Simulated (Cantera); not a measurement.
Mixture: 29.9 % CO, 0.748 % H₂, 13.0 % O₂, 56.3 % N₂, equivalence ratio 1.2, at 21000 Torr, adiabatic and at constant pressure. Ignition delay is the time to a rise of 400 K.

Computed with Cantera and GRI-Mech 3.0 (53 species, 325 reactions). The hydrogen kinetics of GRI-Mech 3.0 are dated; newer H2 mechanisms differ, most at raised pressure. The pressure lies above the range GRI-Mech 3.0 was tuned for (to about 10 atm). Where the delays flatten at high temperature, the 400 K rule measures the pace of heat release, not the induction time.

### Question
Predict: delay at 1100 K; delay at 1300 K; delay at 1500 K; delay at 1700 K.

### Answer
```
Quantity            Value
---------------  --------
delay at 1100 K  0.494 ms
delay at 1300 K   25.3 µs
delay at 1500 K   5.05 µs
delay at 1700 K   2.50 µs
```
